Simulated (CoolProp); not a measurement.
Vapour-liquid equilibrium of R143a (1) + n-butane (2) at 923 kPa; x and y are mole fractions of (1).

The numbers come from the multi-fluid Helmholtz-energy mixture model, Lemmon and Jacobsen 2000 and Bücker 2006; pair parameters Bell 2016 in CoolProp.

```json
[
 {"x": "0.05", "bubble temperature (°C)": "61.4", "y at the bubble point": "0.273", "dew temperature at overall composition x (°C)": "73.3", "liquid density (mol/L)": "___"},
 {"x": "0.2", "bubble temperature (°C)": "37.3", "y at the bubble point": "___", "dew temperature at overall composition x (°C)": "___", "liquid density (mol/L)": "9.688"},
 {"x": "0.35", "bubble temperature (°C)": "27.8", "y at the bubble point": "0.737", "dew temperature at overall composition x (°C)": "56.8", "liquid density (mol/L)": "10.02"},
 {"x": "0.5", "bubble temperature (°C)": "___", "y at the bubble point": "___", "dew temperature at overall composition x (°C)": "47.0", "liquid density (mol/L)": "10.28"},
 {"x": "0.65", "bubble temperature (°C)": "19.6", "y at the bubble point": "0.839", "dew temperature at overall composition x (°C)": "35.4", "liquid density (mol/L)": "10.57"},
 {"x": "0.8", "bubble temperature (°C)": "16.7", "y at the bubble point": "___", "dew temperature at overall composition x (°C)": "22.4", "liquid density (mol/L)": "10.94"},
 {"x": "0.95", "bubble temperature (°C)": "14.2", "y at the bubble point": "0.967", "dew temperature at overall composition x (°C)": "___", "liquid density (mol/L)": "11.43"}
]
```

Question: Complete the blanks.

Answer: 
- 0.05, liquid density (mol/L): 9.066
- 0.2, y at the bubble point: 0.628
- 0.2, dew temperature at overall composition x (°C): 65.5
- 0.5, bubble temperature (°C): 23.0
- 0.5, y at the bubble point: 0.793
- 0.8, y at the bubble point: 0.892
- 0.95, dew temperature at overall composition x (°C): 14.6

No azeotrope shows between x = 0.05 and 0.95.

The pair parameters rest on a limited set of measurements; away from them the model extrapolates. With so large a gap from Raoult's law the liquid may split in two, which this calculation doesn't test in full.
